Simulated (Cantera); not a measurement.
Input: 1 mol V₂O₃, 630 mol H₂, 1.6 mol N₂, held at 900 K and 1 atm.

These are equilibrium values from Cantera (NASA tables, ideal gas, pure condensed phases), not measurements of a reactor. Candidate condensed phases: H₂O, V, VN, VO, V₂O₃, V₂O₄, V₂O₅; 28 gas species. VN: taken at fixed stoichiometry. Condensed phases not in the tables: the oxides between V₂O₃ and V₂O₅ other than VO₂, V₂N. The numbers say what is thermodynamically allowed, not how fast it happens.

Base state: H₂ 0.997, N₂ 0.00222, H₂O 0.000867, NH₃ 5.75e-5 (mole fractions); condensed: VN(s) + V₂O₃(s).

Question: What changes in the equilibrium state with this change: temperature from 900 K to 700 K?

Answer: 
```json
[
 {"species": "H₂", "before": "0.997", "after": "0.997"},
 {"species": "N₂", "before": "0.00222", "after": "0.00214"},
 {"species": "H₂O", "before": "0.000867", "after": "0.000523"},
 {"species": "NH₃", "before": "5.75e-5", "after": "0.000437"},
 {"species": "VN(s), mol", "before": "0.365", "after": "0.220"},
 {"species": "V₂O₃(s), mol", "before": "0.818", "after": "0.890"}
]
```
